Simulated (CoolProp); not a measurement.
Vinyl chloride along the isobar 72.3 bar: fugacity coefficient from the reference equation and from simpler models built on Tc = 151.9 °C, pc = 56.00 bar, ω = 0.160; each cubic takes its own stable root.

Model: reference Helmholtz-energy equation of state, Thol 2022, in CoolProp.

```csv
T (°C),phase,reference
91.45,liquid,0.2540
95.85,liquid,0.2724
100.15,liquid,0.2909
104.55,liquid,0.3105
108.95,liquid,0.3306
113.25,liquid,0.3508
117.65,liquid,0.3720
121.95,liquid,0.3931
126.35,liquid,0.4151
130.65,liquid,0.4369
135.05,liquid,0.4594
139.45,liquid,0.4822
143.75,liquid,0.5045
148.15,liquid,0.5274
152.45,supercritical,0.5496
156.85,supercritical,0.5720
```

**Question.** How far does each simpler model (van der Waals, Redlich-Kwong, Soave-Redlich-Kwong, Peng-Robinson) lie from the reference over these 16 states: mean and median of the absolute difference, and the worst?

**Answer.** 
- van der Waals: mean 22.9 %, median 20.9 %, worst +48.1 % at 91.45 °C and 72.3 bar
- Redlich-Kwong: mean 5.7 %, median 5.5 %, worst +11.8 % at 91.45 °C and 72.3 bar
- Soave-Redlich-Kwong: mean 1.9 %, median 2.1 %, worst +2.8 % at 91.45 °C and 72.3 bar
- Peng-Robinson: mean 2.2 %, median 2.1 %, worst -3.6 % at 156.85 °C and 72.3 bar
